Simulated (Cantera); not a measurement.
A diamond (100) surface in a fixed gas of H2 with x(CH4) = 0.021, x(CH3) = 0.00012, at 1125 K, 0.0572 atm; coverages are run to steady state.

Cantera simulation using the Harris–Goodwin 1993 mechanism for the reconstructed diamond (100) surface; the numbers are that mechanism's predictions, not measurements.

One state of this run: growth (µm/h) = 3.72; θ c6HH = 0.490; θ c6H* = 0.0301; θ c6*H = 0.450; θ c6** = 0.0201; θ c6HM = 0.00563. θ: site fractions in the mechanism's names (c6HH fully hydrogenated, c6H* and c6*H radical sites, c6** diradical, c6HM methylated).

Problem. Which value of x(H) does it belong to?
A. 0.0043
B. 0.011
C. 0.00066
D. 0.19

Solution. A, 0.0043
